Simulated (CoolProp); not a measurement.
p-xylene along the isotherm 400.1 K: Z from the reference equation and from simpler models built on Tc = 616.2 K, pc = 35.32 bar, ω = 0.324; each cubic takes its own stable root.

Model: reference Helmholtz-energy equation of state, Zhou 2012, in CoolProp.

```
p (bar)   phase  reference
-------  ------  ---------
0.168       gas     0.9917
0.381       gas     0.9808
0.868    liquid   0.003625
1.97     liquid   0.008225
4.49     liquid    0.01874
10.2     liquid    0.04252
23.3     liquid    0.09688
53       liquid     0.2192
```

Task: How far does each simpler model (van der Waals, Redlich-Kwong, Soave-Redlich-Kwong, Peng-Robinson) lie from the reference over these 8 states: mean and median of the absolute difference, and the worst?

Result: 
- van der Waals: mean 5406.8 %, median 74.2 %, worst +26929.0 % at 400.1 K and 0.868 bar
- Redlich-Kwong: mean 3350.5 %, median 19.5 %, worst +26705.5 % at 400.1 K and 0.868 bar
- Soave-Redlich-Kwong: mean 11.0 %, median 14.5 %, worst +14.7 % at 400.1 K and 0.868 bar
- Peng-Robinson: mean 1.1 %, median 1.4 %, worst +1.5 % at 400.1 K and 0.868 bar

At some of these states van der Waals, Redlich-Kwong gives the other phase, because its saturation line lies elsewhere.
